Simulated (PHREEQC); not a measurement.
Consider water at 25 °C with 3.5 mmol/kgw HCl, 0.059 mmol/kgw FeSO4 and 3.5 mmol/kgw Fe2(SO4)3. Closed to the air; pH follows from the charge balance.

Computed with PHREEQC (ion-association model, wateq4f.dat).

```csv
quantity,before,after
pH,2.51,2.44
ionic strength (mol/kgw),0.0186,0.0208
SO4-2 (mol/kgw),0.00384,0.00364
HSO4- (mol/kgw),0.000782,0.00291
Fe+2 (mol/kgw),4.72e-5,4.06e-5
FeSO4 (mol/kgw),1.14e-5,1.75e-5
SI of Melanterite (FeSO4:7H2O),-4.98,-5.57
```

What was changed between the two runs?
A. diluted 2-fold with water
B. 5.2e-05 mol/kgw H3PO4 added
C. FeSO4 from 5.9e-05 to 0.000118 mol/kgw
D. temperature from 25 to 75 °C
E. FeSO4 from 5.9e-05 to 5.9e-06 mol/kgw

D, temperature from 25 to 75 °C

This is a speciation only: nothing precipitates in the calculation. Some of these states are supersaturated (in Hematite (slow to form), Goethite (slow to form), for instance). Away from 25 °C the constants follow the database's enthalpies or fits; those with neither stay at their 25 °C values.
